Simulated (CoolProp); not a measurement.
Values from CoolProp's reference Helmholtz-energy equation of state, Zhou 2012.

### Question
For m-xylene, give the phase and the speed of sound (m/s), isothermal compressibility (1/MPa), conductivity (mW/(m K)), Prandtl number at 620 K and 2.59 MPa; 620 K and 17.7 MPa.

### Answer
- 620 K and 2.59 MPa: gas; speed of sound 152, isothermal compressibility 0.652, conductivity 46.8, Prandtl number 0.849
- 620 K and 17.7 MPa: supercritical; speed of sound 509, isothermal compressibility 0.00821, conductivity 83.9, Prandtl number 2.90

Viscosity comes from a separate model (Cao 2016). Thermal conductivity comes from a separate model (Mylona 2014).
